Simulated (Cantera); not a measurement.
What does this Cantera script print?

```python
import numpy as np
import cantera as ct

gas_names = """
    C CH CH2 CH3 CH2OH CH3O CH4 CH3OH CO CO2 COOH C2 C2H CHCO,ketyl C2H2,acetylene C2H2,vinylidene
    CH2CO,ketene C2H3,vinyl CH3CO,acetyl C2H4 C2H4O,ethylen CH3CHO,ethanal CH3COOH (HCOOH)2 C2H5 C2H6
    CH3OCH3 C2H5OH C2O C3 C3H3,propargyl C3H4,allene C3H4,propyne C3H4,cyclo- C3H5,allyl C3H6,propylene
    C3H6,cyclo- C3H6O C3H7,n-propyl C3H7,i-propyl C3H8 C3H8O,1propanol C3H8O,2propanol C3O2 C4 C4H2
    C4H4,1,3-cyclo- C4H6,butadiene C4H6,2-butyne C4H6,cyclo- C4H8,1-butene C4H8,cis2-buten
    C4H8,tr2-butene C4H8,isobutene C4H8,cyclo- (CH3COOH)2 C4H9,n-butyl C4H9,i-butyl C4H9,s-butyl
    C4H9,t-butyl C4H10,isobutane C4H10,n-butane C5 C5H6,1,3cyclo- C5H8,cyclo- C5H10,1-pentene
    C5H10,cyclo- C5H11,pentyl C5H11,t-pentyl C5H12,n-pentane C5H12,i-pentane CH3C(CH3)2CH3 C6H2
    C6H5,phenyl C6H5O,phenoxy C6H6 C6H5OH,phenol C6H10,cyclo- C6H12,1-hexene C6H12,cyclo- C6H13,n-hexyl
    C7H7,benzyl C7H8 C7H8O,cresol C7H14,1-heptene C7H15,n-heptyl C7H16,n-heptane C8H8,styrene
    C8H10,ethylbenz C8H16,1-octene C8H17,n-octyl C8H18,isooctane C8H18,n-octane C9H19,n-nonyl
    C10H8,naphthale C10H21,n-decyl C12H9,o-bipheny C12H10,bipheny H HCO HO2 H2 HCHO,formaldehy HCOOH H2O
    H2O2 O OH O2 O3 Si SiC SiC2 SiC4H12 SiH SiH2 SiH3 SiH4 SiO SiO2 Si2 Si2C Si3
""".split()
cond_names = """
    C(gr) C6H6(L) C7H8(L) C8H18(L),n-octa H2O(s) H2O(L) Si(cr) Si(L) SiC(b) SiO2(Lqz) SiO2(hqz) SiO2(L)
""".split()


def load(file, names, dense=False):
    # The tables refer to 1 bar. Condensed volumes are neglected.
    table = {s.name: s for s in ct.Species.list_from_file(file)}
    out = []
    for n in names:
        d = dict(table[n].input_data)
        d["thermo"] = dict(d["thermo"], **{"reference-pressure": 1e5})
        if dense:
            d["equation-of-state"] = {"model": "constant-volume", "density": "1e6 g/cm^3"}
        out.append(ct.Species.from_dict(d))
    return out


gas = ct.Solution(thermo="ideal-gas", species=load("nasa_gas.yaml", gas_names))
cond = {s.name: ct.Solution(thermo="fixed-stoichiometry", species=[s], name=s.name)
        for s in load("nasa_condensed.yaml", cond_names, dense=True)}
atoms = {
    'Si2H6': {'Si': 2, 'H': 6},
    'CO2': {'C': 1, 'O': 2},
}
top_T = {'C(gr)': 4500, 'SiC(b)': 3050}  # K; cautious upper limits of use, not melting points


def equilibrate(T, P, feed):
    n = {}
    for name, mol in feed.items():
        for a, k in atoms[name].items():
            n[a] = n.get(a, 0.0) + k * mol
    gas.TPX = T, P, n
    mass = sum(n.values()) * gas.mean_molecular_weight
    gas.equilibrate("TP")
    valid = [c for c in cond.values() if c.min_temp <= T <= top_T.get(c.name, c.max_temp)]
    mix = ct.Mixture([(gas, mass / gas.mean_molecular_weight)] + [(c, 0.0) for c in valid])
    mix.T, mix.P = T, P
    mix.equilibrate("TP", solver="vcs", rtol=1e-11, max_steps=5000)
    return mix


results = []
feed = {'Si2H6': 1, 'CO2': 23}  # mol
T = 1423.15  # K
P = 10000  # Pa
mix = equilibrate(T, P, feed)
results.append((T, P, feed, dict(zip(mix.species_names, mix.species_moles))))
x = sorted(zip(gas.X, gas.species_names), reverse=True)
print(f"T = {T:g} K  P = {P:g} Pa  gas = {mix.phase_moles(0):.4g} mol")
print("   x: " + "  ".join(f"{s} {v:.3e}" for v, s in x if v > 0.001))
print("   condensed (mol): " + ("  ".join(f"{mix.phase(i).name} {mix.phase_moles(i):.4g}"
      for i in range(1, mix.n_phases) if mix.phase_moles(i) > 1e-12) or "none"))
```

It prints:

```
T = 1423.15 K  P = 10000 Pa  gas = 26 mol
   x: CO2 6.326e-01  CO 2.520e-01  H2O 9.814e-02  H2 1.724e-02
   condensed (mol): SiO2(hqz) 2
```

These are equilibrium values from Cantera (NASA tables, ideal gas, pure condensed phases), not measurements of a reactor. The feed counts by its element totals alone. The tables hold silica as quartz up to 1696 K and as liquid above; real silica turns to tridymite and cristobalite and melts near 1996 K.
